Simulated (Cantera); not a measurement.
# Silicon oxide and oxynitride deposition: SiF₄ + H₂O

Charge: 1 mol SiF₄, a varied amount of H₂O, equilibrated at 1723 K and 13.3 mbar.

These are equilibrium values from Cantera (NASA tables, ideal gas, pure condensed phases), not measurements of a reactor. Candidate condensed phases: H₂O, Si, SiO₂; 38 gas species. The tables' values for SiF₃ are old estimates; treat these amounts as uncertain. The tables hold silica as quartz up to 1696 K and as liquid above; real silica turns to tridymite and cristobalite and melts near 1996 K. Equilibrium is a limit: real reactors are often held back by kinetics, nucleation or transport.

From 0.39 mol H₂O to 3.7 mol H₂O the condensed part is SiO₂(condensed). The main Si-bearing gas is SiF₄ throughout. The share of Si in condensed phases is highest at 3.7 mol H₂O (99.6 %) and lowest at 0.39 mol H₂O (19.1 %).

| n(H₂O) (mol) | x HF | x SiF₄ | x H₂O | x H₂ | x O₂ | x OH | n SiO₂(condensed) |
|---|---|---|---|---|---|---|---|
| 0.39 | 0.483 | 0.511 | 0.00510 | 9.74e-5 | 0.000133 | 4.48e-5 | 0.191 |
| 0.49 | 0.552 | 0.440 | 0.00719 | 0.000134 | 0.000139 | 5.37e-5 | 0.238 |
| 0.61 | 0.620 | 0.369 | 0.00990 | 0.000179 | 0.000148 | 6.40e-5 | 0.295 |
| 0.76 | 0.687 | 0.298 | 0.0135 | 0.000235 | 0.000161 | 7.65e-5 | 0.365 |
| 0.96 | 0.756 | 0.225 | 0.0189 | 0.000309 | 0.000182 | 9.30e-5 | 0.457 |
| 1.2 | 0.815 | 0.158 | 0.0262 | 0.000399 | 0.000210 | 0.000113 | 0.563 |
| 1.5 | 0.864 | 0.0973 | 0.0375 | 0.000520 | 0.000252 | 0.000142 | 0.689 |
| 1.9 | 0.895 | 0.0437 | 0.0600 | 0.000726 | 0.000332 | 0.000193 | 0.836 |
| 2.4 | 0.874 | 0.0112 | 0.113 | 0.00112 | 0.000497 | 0.000293 | 0.951 |
| 2.9 | 0.806 | 0.00293 | 0.188 | 0.00157 | 0.000694 | 0.000410 | 0.986 |
| 3.7 | 0.699 | 0.000663 | 0.297 | 0.00214 | 0.000940 | 0.000556 | 0.996 |
x: gas mole fraction; n: condensed amount in mol.
